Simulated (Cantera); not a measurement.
## Transport properties of process gases

Gas mixture: 100 % N2O, at 0.578 Torr, frozen composition.

Cantera's kinetic-theory transport with the Lennard-Jones parameters of GRI-Mech 3.0, ideal gas; thermal conductivity in the multicomponent form. The composition is frozen, though it would react at the higher temperatures.

```
T (K)  ρ (kg/m³)  cp (J/kg/K)  μ (µPa s)  λ (mW/m/K)     Pr  D (cm²/s) OH  D (cm²/s) NH3  D (cm²/s) C2H2
-----  ---------  -----------  ---------  ----------  -----  ------------  -------------  --------------
400      0.00102        970.3       19.5        25.3  0.746           540            371             277
650     0.000627         1127       29.1        44.1  0.744          1260            935             668
900     0.000453         1227       37.1        61.4  0.741          2180           1690            1180
1150    0.000354         1285       44.1        76.8  0.738          3300           2610            1800
1400    0.000291         1327       50.5        91.0  0.736          4580           3670            2510
1650    0.000247         1359       56.4         104  0.734          6020           4860            3310
1900    0.000215         1384       61.9         117  0.733          7600           6180            4190
2150    0.000190         1402       67.2         129  0.732          9340           7620            5150
```
D: mixture-averaged diffusion coefficient of that species in the mixture.
